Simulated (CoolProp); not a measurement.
Saturation properties of normal hydrogen (Tc = 33.1 K, pc = 12.96 bar, ω = -0.219).

Computed with CoolProp (reference Helmholtz-energy equation of state, Leachman 2009).

| T (K) | p (bar) | liquid density (kg/m³) | liquid cp (kJ/(kg K)) | liquid viscosity (µPa s) |
|---|---|---|---|---|
| 20.3 | 0.9928 | 70.93 | 9.734 | 13.6 |
| 22 | 1.591 | 68.89 | … | 11.8 |
| 23.7 | 2.410 | … | … | … |
| 25.5 | 3.562 | 63.91 | 13.86 | 9.12 |
| 27.2 | 4.961 | 60.93 | 16.34 | 8.03 |
| 28.9 | … | 57.36 | 20.47 | 7.03 |
| 30.6 | … | 52.74 | 29.58 | … |
| 32.3 | 11.45 | 45.33 | 75.85 | 4.78 |

Problem. Fill in the missing entries.

Solution. 
- 22, liquid cp (kJ/(kg K)): 10.77
- 23.7, liquid density (kg/m³): 66.63
- 23.7, liquid cp (kJ/(kg K)): 12.06
- 23.7, liquid viscosity (µPa s): 10.4
- 28.9, p (bar): 6.706
- 30.6, p (bar): 8.848
- 30.6, liquid viscosity (µPa s): 6.01

It boils at 20.4 K under 1 atm.

Viscosity comes from a separate model (Muzny 2013).
